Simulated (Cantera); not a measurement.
Cantera run:

```python
import numpy as np
import cantera as ct

gas_names = """
    C CO CO2 C2 C2O C3 C3O2 C4 C5 O O2 O3 Ta TaO TaO2
""".split()
cond_names = """
    C(gr) Ta(cr) Ta(L) TaC(s) TaC(L) Ta2O5(s) Ta2O5(L)
""".split()


# ... load() reads the species with a 1 bar reference pressure and builds the phases ...
atoms = {
    'Ta2O5': {'Ta': 2, 'O': 5},
    'C': {'C': 1},
    'CO': {'C': 1, 'O': 1},
}
top_T = {'C(gr)': 4500}  # K; cautious upper limits of use, not melting points


# ... equilibrate(T, P, feed) seeds the gas with the atoms and calls Mixture.equilibrate('TP', solver="vcs", rtol=1e-11, max_steps=5000) ...
results = []
feed = {'Ta2O5': 1, 'C': 2.2, 'CO': 0.011}  # mol
P = 1333.22  # Pa
for T in [1023, 1123, 1223, 1323, 1423, 1523, 1623, 1723, 1823, 1923, 2023]:
    mix = equilibrate(T, P, feed)
    results.append((T, P, feed, dict(zip(mix.species_names, mix.species_moles))))
    x = sorted(zip(gas.X, gas.species_names), reverse=True)
    print(f"T = {T:g} K  P = {P:g} Pa  gas = {mix.phase_moles(0):.4g} mol")
    print("   x: " + "  ".join(f"{s} {v:.3e}" for v, s in x if v > 0.001))
    print("   condensed (mol): " + ("  ".join(f"{mix.phase(i).name} {mix.phase_moles(i):.4g}"
          for i in range(1, mix.n_phases) if mix.phase_moles(i) > 1e-12) or "none"))
```

It prints:

```
T = 1023 K  P = 1333.22 Pa  gas = 0.01095 mol
   x: CO 9.953e-01  CO2 4.724e-03
   condensed (mol): C(gr) 2.2  Ta2O5(s) 1
T = 1123 K  P = 1333.22 Pa  gas = 0.01099 mol
   x: CO 9.992e-01
   condensed (mol): C(gr) 2.2  Ta2O5(s) 1
T = 1223 K  P = 1333.22 Pa  gas = 1.582 mol
   x: CO 9.994e-01
   condensed (mol): TaC(s) 0.6289  Ta2O5(s) 0.6856
T = 1323 K  P = 1333.22 Pa  gas = 1.582 mol
   x: CO 9.994e-01
   condensed (mol): TaC(s) 0.6288  Ta2O5(s) 0.6856
T = 1423 K  P = 1333.22 Pa  gas = 1.582 mol
   x: CO 9.994e-01
   condensed (mol): TaC(s) 0.6288  Ta2O5(s) 0.6856
T = 1523 K  P = 1333.22 Pa  gas = 1.582 mol
   x: CO 9.994e-01
   condensed (mol): TaC(s) 0.6288  Ta2O5(s) 0.6856
T = 1623 K  P = 1333.22 Pa  gas = 1.582 mol
   x: CO 9.994e-01
   condensed (mol): TaC(s) 0.6288  Ta2O5(s) 0.6856
T = 1723 K  P = 1333.22 Pa  gas = 1.582 mol
   x: CO 9.994e-01
   condensed (mol): TaC(s) 0.6288  Ta2O5(s) 0.6856
T = 1823 K  P = 1333.22 Pa  gas = 1.582 mol
   x: CO 9.994e-01
   condensed (mol): TaC(s) 0.6288  Ta2O5(s) 0.6856
T = 1923 K  P = 1333.22 Pa  gas = 1.582 mol
   x: CO 9.994e-01
   condensed (mol): TaC(s) 0.6288  Ta2O5(s) 0.6856
T = 2023 K  P = 1333.22 Pa  gas = 1.582 mol
   x: CO 9.993e-01
   condensed (mol): TaC(s) 0.6288  Ta2O5(s) 0.6855
```

Cantera equilibrium calculation (NASA polynomials, part measured and part estimated; ideal gas, pure solids and liquids). Mutual solubility and eutectic melting of coexisting phases are not modelled. TaC: taken at fixed stoichiometry. Condensed phases not in the tables: Ta2C.
